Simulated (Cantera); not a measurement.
Feed: 1 mol BF3, 2.5 mol O2, 2.1 mol N2, held at 1673 K and 31.0 Pa.

Method: chemical equilibrium by Gibbs-energy minimisation in Cantera with the NASA 1993 tables (ideal gas, pure condensed phases). Candidate condensed phases: B, BN, B2O3; 31 gas species. Equilibrium is a limit: real reactors are often held back by kinetics, nucleation or transport.

Base state: O2 0.441, N2 0.372, BF3 0.175, F 0.00583, BOF 0.00291, NO 0.00260, O 0.00126, BOF2 1.60e-5 (mole fractions); condensed: gas only.

**Question.** What changes in the equilibrium state with this change: BF3 replaced by B?

**Answer.** 
```tsv
species	before	after
N2	0.372	0.479
O2	0.441	0.395
B2O3	<1e-9	0.107
BF3	0.175	0
BO2	2.93e-8	0.0142
F	0.00583	0
BOF	0.00291	0
BOF2	1.60e-5	0
```
